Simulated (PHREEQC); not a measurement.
Dissolve 0.0088 mol/kgw H2SO4 and 0.216 mol/kgw CuCl2 at 84 °C. Closed to the air; pH follows from the charge balance.

Model: ion-association model, wateq4f.dat, run in PHREEQC.

Question: The ionic strength comes out as 0.354 mol/kgw. What activity coefficients do SO4-2, Cl-, CuCl3-, HSO4-, H+ get?

Answer: SO4-2 0.20, Cl- 0.64, CuCl3- 0.65, HSO4- 0.66, H+ 0.76.

No solid was allowed to form. At this temperature some constants are extrapolated from 25 °C, and those without enthalpy data are left unchanged.
